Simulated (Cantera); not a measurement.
Charge: 1 mol MgO, 3.2 mol H2S, 7.3 mol O2, at 1450 K and 1350 Torr.

Method: chemical equilibrium by Gibbs-energy minimisation in Cantera with the NASA 1993 tables (ideal gas, pure condensed phases). Candidate condensed phases: H2O, H2SO4, Mg, MgO, Mg(OH)2, MgS, MgSO4, S; 26 gas species. Rates play no part.

Q: What is the equilibrium state?

A: 
- x(H2O): 0.362
- x(SO2): 0.350
- x(O2): 0.277
- x(SO3): 0.0120
- x(OH): 8.77e-5
- x(H2SO4): 1.32e-6
- n(MgO(s)): 1.00 mol
- gas amount: 8.847 mol
- log10 activity of S(l) (absent): -10.27
- log10 activity of Mg(l) (absent): -15.74
